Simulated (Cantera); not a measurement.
Mixture: 16.3 % CH₄, 16.3 % O₂, 61.3 % N₂, 6.04 % H₂O, equivalence ratio 2.0, at 2850 Torr, adiabatic and at constant pressure. Ignition delay is the time to a rise of 400 K.

Model: GRI-Mech 3.0 (53 species, 325 reactions), integrated in Cantera.

**Question.** Predict: delay at 1125 K; delay at 1225 K; delay at 1325 K; delay at 1425 K; delay at 1525 K; delay at 1625 K; delay at 1725 K; apparent activation energy between 1525 and 1725 K.

**Answer.** 
| Item | Value |
|---|---|
| delay at 1125 K | 57.2 ms |
| delay at 1225 K | 15.6 ms |
| delay at 1325 K | 4.72 ms |
| delay at 1425 K | 1.53 ms |
| delay at 1525 K | 0.529 ms |
| delay at 1625 K | 0.196 ms |
| delay at 1725 K | 80.5 µs |
| apparent activation energy between 1525 and 1725 K | 210 kJ/mol |
